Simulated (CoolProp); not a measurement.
R143a along the isotherm 369.4 K: Z from the reference equation and from simpler models built on Tc = 345.9 K, pc = 3.762 MPa, ω = 0.261; each cubic takes its own stable root.

Model: reference Helmholtz-energy equation of state, Lemmon and Jacobsen 2000, in CoolProp.

| p (MPa) | phase | reference | van der Waals | Redlich-Kwong | Soave-Redlich-Kwong | Peng-Robinson |
|---|---|---|---|---|---|---|
| 0.0595 | gas | 0.9953 | 0.9960 | 0.9955 | 0.9957 | 0.9951 |
| 0.0961 | gas | 0.9924 | 0.9935 | 0.9928 | 0.9930 | 0.9921 |
| 0.155 | gas | 0.9878 | 0.9895 | 0.9883 | 0.9887 | 0.9873 |
| 0.251 | gas | 0.9802 | 0.9829 | 0.9810 | 0.9817 | 0.9793 |
| 0.405 | gas | 0.9678 | 0.9722 | 0.9692 | 0.9703 | 0.9664 |
| 0.655 | gas | 0.9473 | 0.9543 | 0.9496 | 0.9514 | 0.9453 |
| 1.06 | gas | 0.9133 | 0.9243 | 0.9168 | 0.9200 | 0.9103 |
| 1.71 | gas | 0.8558 | 0.8722 | 0.8612 | 0.8669 | 0.8517 |
| 2.76 | gas | 0.7534 | 0.7743 | 0.7605 | 0.7721 | 0.7490 |
| 4.46 | supercritical | 0.5448 | 0.5223 | 0.5422 | 0.5797 | 0.5496 |
| 7.21 | supercritical | 0.3268 | 0.4351 | 0.3893 | 0.4135 | 0.3805 |
| 11.6 | supercritical | 0.4259 | 0.6021 | 0.5036 | 0.5175 | 0.4698 |
| 18.8 | supercritical | 0.6134 | 0.8803 | 0.7091 | 0.7203 | 0.6507 |
